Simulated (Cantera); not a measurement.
Input (Python, Cantera) and output of one run.

```python
import numpy as np
import cantera as ct

gas_names = [...]  # 76 gases of nasa_gas.yaml made of C, H
cond_names = """
    C(gr) C6H6(L) C7H8(L) C8H18(L),n-octa
""".split()


# ... load() reads the species with a 1 bar reference pressure and builds the phases ...
atoms = {
    'C': {'C': 1},
    'H2': {'H': 2},
}
top_T = {'C(gr)': 4500}  # K; cautious upper limits of use, not melting points


# ... equilibrate(T, P, feed) seeds the gas with the atoms and calls Mixture.equilibrate('TP', solver="vcs", rtol=1e-11, max_steps=5000) ...
results = []
feed = {'C': 1, 'H2': 24}  # mol
T = 823.15  # K
P = 1300000  # Pa
mix = equilibrate(T, P, feed)
results.append((T, P, feed, dict(zip(mix.species_names, mix.species_moles))))
print(gas.report(threshold=0.0001))
for i in range(1, mix.n_phases):
    print(f"{mix.phase(i).name:16s} {mix.phase_moles(i):12.5e} mol")
```

Output:

```
       temperature   823.15 K
          pressure   1.3e+06 Pa
           density   0.49877 kg/m^3
  mean mol. weight   2.6259 kg/kmol
   phase of matter   gas

                          1 kg             1 kmol
                     ---------------   ---------------
          enthalpy        4.8056e+06        1.2619e+07  J
   internal energy        2.1992e+06        5.7747e+06  J
           entropy             54762         1.438e+05  J/K
    Gibbs function       -4.0272e+07       -1.0575e+08  J
 heat capacity c_p             11897             31239  J/K
 heat capacity c_v            8730.2             22924  J/K

                      mass frac. Y      mole frac. X     chem. pot. / RT
                     ---------------   ---------------   ---------------
               CH4           0.26563          0.043478           -35.856
                H2           0.73437           0.95652           -14.524
     [  +74 minor]        6.1372e-07        5.3598e-08

C(gr)             0.00000e+00 mol
```

Equilibrium computed with Cantera from the NASA thermochemical tables; the gas is ideal and each condensed phase is pure.
